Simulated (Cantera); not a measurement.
Feed: 1 mol Al2O3, a varied amount of H2, 87 mol N2, at 1675 °C and 38.0 mbar.

Cantera equilibrium calculation (NASA polynomials, part measured and part estimated; ideal gas, pure solids and liquids). Candidate condensed phases: Al, AlN, Al2O3, H2O; 35 gas species. Rates play no part.

**Question.** At 31 mol H2, list the 4 most abundant gas species with their mole fractions, and the condensed phases.

**Answer.** N2 0.736, H2 0.261, H 0.00296, H2O 9.08e-5. Condensed: Al2O3(s).
